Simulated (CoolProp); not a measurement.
Vapour-liquid equilibrium of CH2F2 (R32) (1) + R152A (2) at 0.608 MPa; x and y are mole fractions of (1).

Values from CoolProp's multi-fluid Helmholtz-energy mixture model, Tillner-Roth 1997 and Outcalt 1996; pair parameters Bell 2016.

Question: Give the bubble temperature and the first vapour's composition at x = 0.2, 0.8, 0.95. Is there an azeotrope?

Answer: x = 0.2: 15.4 °C, y = 0.386; x = 0.8: -4.3 °C, y = 0.913; x = 0.95: -7.7 °C, y = 0.980. No azeotrope shows between x = 0.05 and 0.95.

The pair parameters rest on a limited set of measurements; away from them the model extrapolates.
